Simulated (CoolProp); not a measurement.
A simple Rankine cycle with propane: condensing at 308.15 K, boiler at 3.14 MPa, turbine inlet 358.2 K, turbine efficiency 0.75, pump efficiency 0.8, no recuperator. Each further row changes one setting.

Model: reference Helmholtz-energy equation of state, Lemmon 2009, in CoolProp.

| case | thermal efficiency (%) | net work (kJ/kg) | heat in (kJ/kg) | turbine exit temperature (K) | volume ratio over the turbine |
|---|---|---|---|---|---|
| as stated | 7.4 | 26.0 | 351 | 311.8 | 2.97 |
| turbine inlet 378.2 K | 7.8 | 32.0 | 412 | 338.0 | 2.77 |
| condensing temperature 300.15 K | 8.7 | 32.3 | 373 | 304.3 | 3.64 |
| boiler pressure 2.2 MPa | 5.2 | 20.6 | 393 | 334.4 | 1.87 |
| turbine efficiency 0.65 | 6.2 | 21.9 | 351 | 313.7 | 3.01 |
